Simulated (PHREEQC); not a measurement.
Solution (20 °C): 0.015 mol/kgw HCl, 0.019 mol/kgw AlCl3 and 0.0033 mol/kgw CuCl2. Closed to the air; pH follows from the charge balance.

Computed with PHREEQC (ion-association model, wateq4f.dat).

```tsv
quantity	before	after
pH	1.91	2.20
Al(OH)2+ (mol/kgw)	9.18e-10	2.21e-9
SI of Gibbsite (Al(OH)3)	-5.19	-4.49
SI of Boehmite (AlOOH)	-5.73	-5.04
```

Task: Which change was made?
(A) diluted 2-fold with water
(B) CuCl2 replaced by RbCl at the same molality
(C) CuCl2 replaced by LiCl at the same molality
(D) CuCl2 from 0.0033 to 0.0066 mol/kgw
(E) CuCl2 from 0.0033 to 0.033 mol/kgw

Result: A, diluted 2-fold with water

No solid was allowed to form.
